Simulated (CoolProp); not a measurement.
A Linde-Hampson liquefier for ethane: isothermal reversible compression at 320 K from 1 atm to 25 MPa, throttling to 1 atm, return gas leaving the recuperator 5 K below the feed. Each further row changes one setting.

Values from CoolProp's reference Helmholtz-energy equation of state, Bücker 2006.

```csv
case,liquid yield per pass,compression work (kJ/kg of gas)
as stated,0.460,378
high pressure 50 MPa,0.444,(withheld)
warm-end temperature 350 K,0.382,(withheld)
warm-end gap 10 K,(withheld),378
```

### Question
Complete the blanks.

### Answer

- high pressure 50 MPa, compression work (kJ/kg of gas): 436
- warm-end temperature 350 K, compression work (kJ/kg of gas): 443
- warm-end gap 10 K, liquid yield per pass: 0.453
